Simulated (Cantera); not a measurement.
A perfectly stirred reactor is fed with CH4 : O2 : N2 = 1 : 2.53 : 9.52 (molar parts), at 2.30 bar; it is adiabatic with a 300 K inlet, and is followed from long to short residence time, starting on the burning branch (τ in s: 0.062, 0.034, 0.018, 0.0098, 0.0053, 0.0029, 0.0016, 0.00084, 0.00045, 0.00025, 0.00013, 7.2e-05, 3.9e-05).

Model: GRI-Mech 3.0 (53 species, 325 reactions), integrated in Cantera.

One state of this run: T (K) = 1978; x CH4 = 1.66e-5; x O2 = 0.0407; x HCN = 5.89e-8; x C2H = 1.10e-11; x OH = 0.00210; x CH2CO = 3.00e-9; x CH2 = 2.18e-7. x: mole fraction; the columns are a selection and need not sum to one.

Which value of τ (s) does it belong to?
A. 0.062
B. 0.0098
C. 3.9e-5
D. 0.018

D, 0.018
